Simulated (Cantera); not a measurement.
Ignition delay

Mixture: 5.85 % CH4, 19.8 % O2, 74.3 % N2, equivalence ratio 0.59, at 990000 Pa, adiabatic and at constant pressure. Ignition delay is the time to a rise of 400 K.

Cantera simulation using GRI-Mech 3.0 (53 species, 325 reactions); the numbers are that mechanism's predictions, not measurements.

```
T0 (K)  delay (ms)
------  ----------
1025          47.1
1125          10.2
1225          2.79
1325         0.888
1425         0.316
1525         0.124
1625        0.0533
1725        0.0252
```

| Item | Value |
|---|---|
| apparent activation energy between 1525 and 1725 K | 170 kJ/mol |
